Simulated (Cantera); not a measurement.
**Na2CO3 + SO2 + CO2 (roasting and sulfation)**

Charge: 1 mol Na2CO3, 3.4 mol SO2, 1.2 mol CO2, at 200000 Pa.

Cantera equilibrium calculation (NASA polynomials, part measured and part estimated; ideal gas, pure solids and liquids). Candidate condensed phases: C, Na, NaO2, Na2CO3, Na2O, Na2O2, Na2S, Na2SO4, S; 27 gas species. Gases not in the tables: S3 to S7. Rates play no part.

| T (°C) | log p CO2 | log p SO2 | log p S2 | log p CO | log p S2O | n Na2SO4(s) | n Na2SO4(l) |
|---|---|---|---|---|---|---|---|
| 702 | 0.00 | -0.06 | -0.98 | -3.02 | -1.99 | 1.00 | 0 |
| 752 | 0.00 | -0.06 | -0.98 | -2.76 | -2.00 | 1.00 | 0 |
| 802 | 0.00 | -0.06 | -0.98 | -2.52 | -2.01 | 1.00 | 0 |
| 852 | 0.00 | -0.06 | -0.98 | -2.30 | -2.02 | 1.00 | 0 |
| 902 | 0.00 | -0.06 | -0.98 | -2.11 | -2.03 | 0 | 1.00 |
| 952 | 0.00 | -0.06 | -0.99 | -1.93 | -2.04 | 0 | 1.000 |
| 1002 | 0.00 | -0.06 | -0.99 | -1.76 | -2.05 | 0 | 1.000 |
| 1052 | -0.01 | -0.06 | -1.00 | -1.61 | -2.06 | 0 | 1.000 |
| 1102 | -0.01 | -0.05 | -1.01 | -1.48 | -2.07 | 0 | 1.000 |
| 1152 | -0.02 | -0.05 | -1.02 | -1.35 | -2.09 | 0 | 1.000 |
| 1202 | -0.02 | -0.05 | -1.04 | -1.24 | -2.10 | 0 | 1.000 |
| 1252 | -0.03 | -0.05 | -1.06 | -1.14 | -2.12 | 0 | 1.000 |
| 1302 | -0.04 | -0.04 | -1.08 | -1.05 | -2.14 | 0 | 0.999 |
log p: log10 of the partial pressure in bar; n: condensed amount in mol.

From 702 °C to 852 °C the condensed part is Na2SO4(s). From 902 °C to 1302 °C the condensed part is Na2SO4(l).
